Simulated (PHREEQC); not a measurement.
Acid rinse or clean with leach liquor

Solution A (16 mmol/kgw HF and 130 mmol/kgw NaCl) is mixed with solution B (0.12 mol/kgw HCl, 0.00031 mol/kgw FeSO4 and 0.025 mol/kgw Na2SO4) at 25 °C; shares are by mass of water, 1 kg in all. No oxygen is let in. The system is closed to CO2. The run lets Halite, Melanterite precipitate or redissolve, and no other solid.

Model: ion-association model, phreeqc.dat, run in PHREEQC.

Task: Predict pH, HF (mol/kgw), Fe+2 (mol/kgw) at share of solution B = 0, 0.1, 0.3, 0.4, 0.6.

Result: 
```
share of solution B    pH  HF (mol/kgw)  Fe+2 (mol/kgw)
-------------------  ----  ------------  --------------
0                    2.50        0.0120               0
0.1                  1.99        0.0131         2.81e-5
0.3                  1.58        0.0108         8.10e-5
0.4                  1.46       0.00932        0.000106
0.6                  1.30       0.00627        0.000156
```

Fluoro complexes past AlF4- and FeF3 are missing from the database.
